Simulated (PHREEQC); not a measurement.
A column of 0.2 m (30 cells, dispersivity 0.016 m, 60 s a shift, diffusion coefficient 3e-10 m²/s) holds 0.011 eq of the database's cation exchanger X per kg of pore water, first in equilibrium with 0.84 mmol/kgw CaCl2, 31 mmol/kgw SrCl2 and 0.01 mmol/kgw HCl. It is flushed with 0.39 mmol/kgw NaCl, 4.6 mmol/kgw CaCl2 and 0.01 mmol/kgw HCl, at 25 °C. Values are for the last cell. No CO2 enters from the air. No solid was allowed to form.

Base run: PHREEQC, ion-association model, phreeqc.dat. Each further column changes one thing. The table gives Ca in solution (mol/kgw).

```tsv
pore volumes	base	exchange capacity from 0.011 to 0.0055 eq/kgw	dispersivity from 0.016 to 0.032 m
0	0.000840	0.000840	0.000840
0.6833	0.00108	0.00129	___
1.35	0.00168	0.00251	___
1.85	0.00206	___	___
2.517	0.00293	0.00383	0.00295
3.183	0.00368	0.00431	___
3.683	0.00405	0.00447	0.00380
4.35	0.00434	___	___
5.017	0.00448	0.00459	0.00431
```

Task: Fill in the missing entries.

Result: 
- 0.6833, dispersivity from 0.016 to 0.032 m: 0.00139
- 1.35, dispersivity from 0.016 to 0.032 m: 0.00220
- 1.85, exchange capacity from 0.011 to 0.0055 eq/kgw: 0.00303
- 1.85, dispersivity from 0.016 to 0.032 m: 0.00247
- 3.183, dispersivity from 0.016 to 0.032 m: 0.00348
- 4.35, exchange capacity from 0.011 to 0.0055 eq/kgw: 0.00456
- 4.35, dispersivity from 0.016 to 0.032 m: 0.00411
